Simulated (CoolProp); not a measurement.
Vapour-liquid equilibrium of R13 (1) + propylene (2) at -94.75 °C; x and y are mole fractions of (1).

Model: multi-fluid Helmholtz-energy mixture model, Platzer 1990 and Lemmon 2013; pair parameters Bell 2016, in CoolProp. This equation is an older, rougher fit; its heat capacities, sound speeds and derivatives of the liquid may be far off and weren't checked against measurements.

```csv
x,bubble pressure (MPa),y at the bubble point,dew pressure at overall composition x (MPa),liquid density (mol/L)
0.05,0.01157,0.494,0.006432,15.77
0.125,0.01811,0.697,(withheld),15.70
0.2,0.02311,0.777,0.007570,(withheld)
0.275,0.02697,0.820,0.008304,15.56
0.35,0.03000,(withheld),0.009194,15.49
0.425,0.03245,0.868,0.01030,15.42
0.5,0.03451,0.884,0.01170,15.36
0.575,0.03634,(withheld),0.01353,15.29
0.65,0.03806,0.911,(withheld),15.24
0.725,0.03975,(withheld),0.01959,15.18
0.8,0.04150,0.941,0.02502,15.13
0.875,0.04334,0.959,0.03337,(withheld)
0.95,(withheld),0.982,0.04247,15.05
```

Task: Some entries are withheld; supply them.

Result: 
- 0.125, dew pressure at overall composition x (MPa): 0.006955
- 0.2, liquid density (mol/L): 15.63
- 0.35, y at the bubble point: 0.848
- 0.575, y at the bubble point: 0.898
- 0.65, dew pressure at overall composition x (MPa): 0.01602
- 0.725, y at the bubble point: 0.925
- 0.875, liquid density (mol/L): 15.09
- 0.95, bubble pressure (MPa): 0.04533

No azeotrope shows between x = 0.05 and 0.95.

The pair parameters rest on a limited set of measurements; away from them the model extrapolates. With so large a gap from Raoult's law the liquid may split in two, which this calculation doesn't test in full.
